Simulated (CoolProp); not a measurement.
Tetradecamethylhexasiloxane (MD4M) along the isobar 1.2 MPa: Z from the reference equation and from simpler models built on Tc = 653.2 K, pc = 0.8286 MPa, ω = 0.800; each cubic takes its own stable root.

Values from CoolProp's reference Helmholtz-energy equation of state, Thol 2019.

| T (K) | phase | reference | van der Waals | Soave-Redlich-Kwong | Peng-Robinson |
|---|---|---|---|---|---|
| 531.7 | liquid | 0.1920 | 0.3254 | 0.2127 | 0.1886 |
| 541.5 | liquid | 0.1921 | 0.3240 | 0.2129 | 0.1888 |
| 551.3 | liquid | 0.1924 | 0.3229 | 0.2136 | (withheld) |
| 561.1 | liquid | 0.1931 | 0.3221 | 0.2148 | 0.1904 |
| 571 | liquid | 0.1940 | 0.3217 | 0.2165 | 0.1919 |
| 580.8 | liquid | (withheld) | 0.3217 | 0.2188 | 0.1941 |
| 590.6 | liquid | (withheld) | 0.3222 | 0.2218 | 0.1969 |
| 600.4 | liquid | 0.1995 | 0.3231 | 0.2258 | 0.2005 |
| 610.2 | liquid | 0.2026 | 0.3246 | 0.2309 | 0.2053 |
| 620 | liquid | 0.2066 | 0.3267 | 0.2375 | 0.2116 |

### Question
Some entries are withheld; supply them.

### Answer

- 551.3, Peng-Robinson: 0.1894
- 580.8, reference: 0.1954
- 590.6, reference: 0.1971
